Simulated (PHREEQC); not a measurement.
0.063 g of hydrous ferric oxide (600 m²/g; 0.2 weak and 0.005 strong sites per Fe, Dzombak-Morel constants, diffuse double layer) in 1 kg of water with 0.1 mol/kgw of an inert sodium salt and 1.4e-05 mol/kgw CaCl2, at 25 °C; the pH is set by adding NaOH or the inert anion's acid. Oxygen is held at 0.21 atm. The system is closed to CO2. Nothing may precipitate in this run.

The series has 17 steps of pH, from 4 to 12.

Equilibrium calculation in PHREEQC: ion-association model, wateq4f.dat.

Near which pH is half of the Ca sorbed, and on which side is more sorbed?

Near pH 9.2, with more sorbed at higher pH.
